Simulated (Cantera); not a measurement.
An isothermal, constant-pressure homogeneous reactor starts with H2 : O2 : H2O = 0.3 : 1 : 0.0025 (molar parts), equivalence ratio 0.15, at 1425 K and 2670 Pa.

Cantera simulation using GRI-Mech 3.0 (53 species, 325 reactions); the numbers are that mechanism's predictions, not measurements. Radical loss at walls, strong at low pressure, is not modelled. The temperature is held fixed by assumption; the heat of reaction is taken as removed at once.

x: mole fraction; the columns are a selection and need not sum to one.

| t (s) | x H2 | x O2 | x H | x HO2 | x H2O2 | x O |
|---|---|---|---|---|---|---|
| 7.00e-6 | 0.230 | 0.768 | 7.11e-8 | 8.13e-8 | 5.67e-11 | 1.84e-8 |
| 2.42e-5 | 0.230 | 0.768 | 3.46e-7 | 2.80e-7 | 6.64e-10 | 1.86e-7 |
| 8.34e-5 | 0.230 | 0.768 | 1.52e-5 | 9.85e-7 | ___ | 9.75e-6 |
| 0.000288 | 0.0257 | 0.638 | 0.0727 | 1.08e-5 | ___ | 0.0807 |
| 0.000993 | 0.0122 | 0.637 | 0.0588 | 1.13e-5 | 4.40e-7 | 0.0869 |
| 0.00343 | 0.00853 | 0.674 | 0.0304 | 1.20e-5 | 4.69e-7 | 0.0554 |
| 0.0118 | 0.00227 | 0.721 | 0.00369 | 9.06e-6 | ___ | 0.0135 |
| 0.0408 | 0.000218 | 0.735 | 0.000106 | 2.22e-6 | ___ | 0.00127 |
| 0.141 | 2.42e-5 | 0.737 | 3.96e-6 | 3.84e-7 | ___ | 0.000142 |
| 0.486 | 4.18e-6 | 0.737 | 2.88e-7 | 1.62e-7 | ___ | 2.47e-5 |
| 1.68 | 1.41e-6 | 0.737 | 5.69e-8 | 1.79e-7 | 5.13e-9 | 8.37e-6 |
| 5.79 | 1.24e-6 | 0.737 | 4.68e-8 | 1.86e-7 | 4.84e-9 | 7.35e-6 |
| 20.0 | 1.24e-6 | 0.737 | 4.68e-8 | 1.86e-7 | 4.84e-9 | 7.35e-6 |

### Question
Some entries are withheld; supply them.

### Answer

- 8.34e-5, x H2O2: 7.52e-9
- 0.000288, x H2O2: 5.38e-7
- 0.0118, x H2O2: 3.39e-7
- 0.0408, x H2O2: 1.13e-7
- 0.141, x H2O2: 3.11e-8
- 0.486, x H2O2: 9.68e-9
